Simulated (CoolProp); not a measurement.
The numbers come from the reference Helmholtz-energy equation of state, Lemmon 2006 in CoolProp. It is a short technical equation, of lower accuracy than the large ones.

Task: Give the vapour pressure (bar), liquid density (kg/m³), vapour density (kg/m³), liquid cp (kJ/(kg K)) of saturated nitrous oxide at 232.4 K.

Result: 
```csv
T (K),p (bar),liquid density (kg/m³),vapour density (kg/m³),liquid cp (kJ/(kg K))
232.4,9.14,1080,23.7,1.84
```
